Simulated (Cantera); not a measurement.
**Adiabatic ignition**

An adiabatic, constant-pressure homogeneous reactor starts with CH4 : O2 : N2 = 1 : 2.02 : 7.6 (molar parts), equivalence ratio 0.99, at 1400 K and 1950 Torr.

Computed with Cantera and GRI-Mech 3.0 (53 species, 325 reactions).

| t (s) | T (K) | x CH4 | x O2 | x C2H2 | x H2O | x NO | x HCN |
|---|---|---|---|---|---|---|---|
| 7.00e-6 | 1400 | 0.0942 | 0.190 | <1e-12 | 5.58e-8 | <1e-12 | <1e-12 |
| 1.59e-5 | 1400 | 0.0942 | 0.190 | <1e-12 | 2.39e-7 | <1e-12 | <1e-12 |
| 3.61e-5 | 1400 | 0.0942 | 0.190 | <1e-12 | 1.27e-6 | <1e-12 | <1e-12 |
| 8.20e-5 | 1400 | 0.0941 | 0.190 | <1e-12 | 7.92e-6 | <1e-12 | <1e-12 |
| 0.000186 | 1400 | 0.0941 | 0.190 | 7.18e-11 | 5.29e-5 | <1e-12 | <1e-12 |
| 0.000423 | 1401 | 0.0937 | 0.190 | 3.63e-9 | 0.000296 | <1e-12 | <1e-12 |
| 0.000962 | 1410 | 0.0917 | 0.189 | 1.42e-7 | 0.00181 | <1e-12 | <1e-12 |
| 0.00218 | 2765 | <1e-12 | 0.0187 | <1e-12 | 0.157 | 0.00422 | 9.16e-10 |
| 0.00496 | 2757 | <1e-12 | 0.0169 | <1e-12 | 0.158 | 0.00907 | 1.58e-9 |
| 0.0113 | 2757 | <1e-12 | 0.0169 | <1e-12 | 0.158 | 0.00919 | 1.60e-9 |
| 0.0256 | 2757 | <1e-12 | 0.0169 | <1e-12 | 0.158 | 0.00919 | 1.60e-9 |
| 0.0581 | 2757 | <1e-12 | 0.0169 | <1e-12 | 0.158 | 0.00919 | 1.60e-9 |
| 0.132 | 2757 | <1e-12 | 0.0169 | <1e-12 | 0.158 | 0.00919 | 1.60e-9 |
| 0.300 | 2757 | <1e-12 | 0.0169 | <1e-12 | 0.158 | 0.00919 | 1.60e-9 |
x: mole fraction; the columns are a selection and need not sum to one.

```
Quantity                                                          Result
---------------------------------  -------------------------------------
time of steepest temperature rise                                1.64 ms
temperature at 0.300 s                                            2757 K
equilibrium temperature                                           2757 K
x(CH4) at 0.300 s                  <1e-12 (gas-phase equilibrium <1e-12)
x(O2) at 0.300 s                   0.0169 (gas-phase equilibrium 0.0169)
x(C2H2) at 0.300 s                 <1e-12 (gas-phase equilibrium <1e-12)
```
